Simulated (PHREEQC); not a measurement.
0.05 mol of Fluorite (CaF2) is brought to equilibrium with 1 kg of water holding 0.1 mol NaCl, at 31 °C, the pH being set by adding NaOH or HCl. Oxygen alone is held at its pressure in air (log pO2 = -0.68). The system is closed to CO2. The run lets Fluorite precipitate or redissolve, and no other solid.

The numbers come from PHREEQC with the ion-association model, phreeqc.dat.

**Question.** Predict HF (mol/kgw) at pH = 8, 10.5.

**Answer.** 
```json
[
 {"pH": "8", "HF (mol/kgw)": "7.86e-9"},
 {"pH": "10.5", "HF (mol/kgw)": "2.49e-11"}
]
```
